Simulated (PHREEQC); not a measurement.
Make-up at 20 °C: 9.1 mmol/kgw ZnSO4, 14 mmol/kgw CaCl2 and 1.1 mmol/kgw NaF. Closed to the air; pH follows from the charge balance.

Computed with PHREEQC (ion-association model, phreeqc.dat).

| quantity | before | after |
|---|---|---|
| pH | 5.85 | 5.79 |
| ionic strength (mol/kgw) | 0.0641 | 0.104 |
| Ca+2 (mol/kgw) | 0.0120 | 0.0250 |
| Zn+2 (mol/kgw) | 0.00720 | 0.00753 |
| SO4-2 (mol/kgw) | 0.00530 | 0.00491 |
| CaSO4 (mol/kgw) | 0.00205 | 0.00296 |
| SI of Gypsum (CaSO4:2H2O) | -0.33 | -0.17 |
| SI of Fluorite (CaF2) | +2.23 | +2.46 |

**Question.** Which change was made?
A) CaCl2 from 0.014 to 0.028 mol/kgw
B) temperature from 20 to 45 °C
C) temperature from 20 to 85 °C
D) ZnSO4 from 0.0091 to 0.00455 mol/kgw
E) NaF from 0.0011 to 0.00099 mol/kgw

**Answer.** A, CaCl2 from 0.014 to 0.028 mol/kgw

No solid was allowed to form. Some of these states are supersaturated (in Fluorite, for instance).
